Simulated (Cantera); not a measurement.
**Thermodynamics of carbon deposition, reforming and gasification, feed C2H4 + H2 + N2**

A closed system holds: 1 mol C2H4, 0.35 mol H2, 0.99 mol N2, held at 39.0 Pa.

Cantera equilibrium calculation (NASA polynomials, part measured and part estimated; ideal gas, pure solids and liquids). Candidate condensed phases: C, C6H6, C7H8, C8H18; 92 gas species. Kinetics and transport are ignored.

| T (°C) | log p H2 | log p N2 | log p H | log p HCN | log p C2H2 (acetylene) | log p HNC | n C(graphite) |
|---|---|---|---|---|---|---|---|
| 1027 | -3.56 | -3.94 | -7.74 | -7.43 | -9.80 | -9.53 | 2.00 |
| 1102 | -3.56 | -3.94 | -7.25 | -7.14 | -9.31 | -9.11 | 2.00 |
| 1177 | -3.56 | -3.94 | -6.81 | -6.88 | -8.87 | -8.73 | 2.00 |
| 1252 | -3.56 | -3.94 | -6.41 | -6.65 | -8.48 | -8.39 | 2.00 |
| 1327 | -3.56 | -3.94 | -6.05 | -6.44 | -8.12 | -8.08 | 2.00 |
| 1402 | -3.56 | -3.94 | -5.72 | -6.25 | -7.80 | -7.80 | 1.99 |
| 1477 | -3.57 | -3.94 | -5.42 | -6.07 | -7.51 | -7.55 | 1.99 |
| 1552 | -3.57 | -3.94 | -5.14 | -5.92 | -7.24 | -7.31 | 1.99 |
| 1627 | -3.58 | -3.95 | -4.89 | -5.78 | -7.00 | -7.10 | 1.98 |
| 1702 | -3.59 | -3.95 | -4.66 | -5.65 | -6.78 | -6.91 | 1.98 |
log p: log10 of the partial pressure in bar; n: condensed amount in mol.

From 1027 °C to 1702 °C the condensed part is C(graphite). The main C-bearing gas is HCN throughout.
